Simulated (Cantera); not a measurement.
Input: 1 mol SiCl4, 0.07 mol C3H8, 64 mol H2, 0.025 mol CH4, held at 1450 °C and 1.50 Torr.

Equilibrium computed with Cantera from the NASA thermochemical tables; the gas is ideal and each condensed phase is pure. Candidate condensed phases: C, C6H6, C7H8, C8H18, Si, SiC; 109 gas species. Mutual solubility and eutectic melting of coexisting phases are not modelled. The tables' values for SiCl, SiCl3 are old estimates; treat these amounts as uncertain. Gases not in the tables: Si2H6 and higher silanes. The numbers say what is thermodynamically allowed, not how fast it happens.

Base state: H2 0.943, HCl 0.0450, SiCl2 0.00742, H 0.00396, Si 0.000493, Cl 0.000147, SiCl 0.000142, SiH 3.08e-5 (mole fractions); condensed: Si(l) + SiC(s).

What changes in the equilibrium state with this change: SiCl4 replaced by SiH2Cl2?


| species | before | after |
|---|---|---|
| H2 | 0.943 | 0.968 |
| HCl | 0.0450 | 0.0253 |
| H | 0.00396 | 0.00402 |
| SiCl2 | 0.00742 | 0.00229 |
| SiCl3 | 1.11e-5 | 1.90e-6 |
| Cl | 0.000147 | 8.14e-5 |
| SiCl | 0.000142 | 7.91e-5 |
| Si(l), mol | 0.225 | 0.571 |
| SiC(s), mol | 0.235 | 0.235 |
The tables' values for SiCl are old estimates; treat these amounts as uncertain.

What changes in the equilibrium state with this change: pressure from 1.50 Torr to 728 Torr?


```csv
species,before,after
H2,0.943,0.947
HCl,0.0450,0.0447
SiCl2,0.00742,0.00728
H,0.00396,0.000180
Si,0.000493,1.02e-6
CH4,2.98e-8,1.46e-5
SiH3Cl,2.35e-8,1.14e-5
"Si(l), mol",0.225,0.256
"SiC(s), mol",0.235,0.234
```
The tables' values for SiCl3 are old estimates; treat these amounts as uncertain.
